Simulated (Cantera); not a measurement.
An isothermal, constant-pressure homogeneous reactor starts with 16.1 % CH₄, 83.9 % N₂, at 1600 K and 1.50 Torr.

Detailed kinetics in Cantera: GRI-Mech 3.0 (53 species, 325 reactions). GRI-Mech 3.0 stops at C3 and has no aromatics, soot or wall deposition, so with more carbon than oxygen in the feed, carbon stays in small species such as C2H2 where larger ones or solid carbon would form. Radical loss at walls, strong at low pressure, is not modelled.

Q: Predict: x(CH₄) at 20.0 s; x(CH₂) at 20.0 s; x(HCN) at 20.0 s; x(C₂H₂) at 20.0 s; x(H₂) at 20.0 s; x(C₂H₆) at 20.0 s; x(CH₃) at 20.0 s.

A: x(CH₄) at 20.0 s: 0.00936 (gas-phase equilibrium 1.02e-5)
x(CH₂) at 20.0 s: 2.30e-7 (gas-phase equilibrium 1.40e-9)
x(HCN) at 20.0 s: 1.51e-6 (gas-phase equilibrium 0.0776)
x(C₂H₂) at 20.0 s: 0.0653 (gas-phase equilibrium 0.0306)
x(H₂) at 20.0 s: 0.196 (gas-phase equilibrium 0.208)
x(C₂H₆) at 20.0 s: 4.02e-7 (gas-phase equilibrium 2.47e-12)
x(CH₃) at 20.0 s: 0.000223 (gas-phase equilibrium 5.58e-7)
